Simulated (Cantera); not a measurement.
Feed: 1 mol SiH₄, a varied amount of N₂, 0.1 mol H₂, held at 1873 K and 0.105 Torr.

Cantera equilibrium calculation (NASA polynomials, part measured and part estimated; ideal gas, pure solids and liquids). Candidate condensed phases: Si, Si₃N₄; 18 gas species. Gases not in the tables: Si₂H₆ and higher silanes. Equilibrium is a limit: real reactors are often held back by kinetics, nucleation or transport.

Q: Which condensed phases are stable at each of these points (n(N₂) (mol)): 0.4, 0.59, 0.88, 1.3, 1.9, 2.8, 4.2, 6.2, 9.2, 14?

A: 
| n(N₂) (mol) | condensed phases | Si condensed (%) |
|---|---|---|
| 0.4 | Si(l) | 82.1 |
| 0.59 | Si(l) | 80.8 |
| 0.88 | Si(l) | 78.7 |
| 1.3 | Si(l) | 75.7 |
| 1.9 | Si(l) | 71.5 |
| 2.8 | Si(l) | 65.1 |
| 4.2 | Si(l) | 55.2 |
| 6.2 | Si(l) | 41.1 |
| 9.2 | Si(l) | 20.0 |
| 14 | gas only | 0.0 |

From 0.4 mol N₂ to 9.2 mol N₂ the condensed part is Si(l). At 14 mol N₂ nothing is condensed.
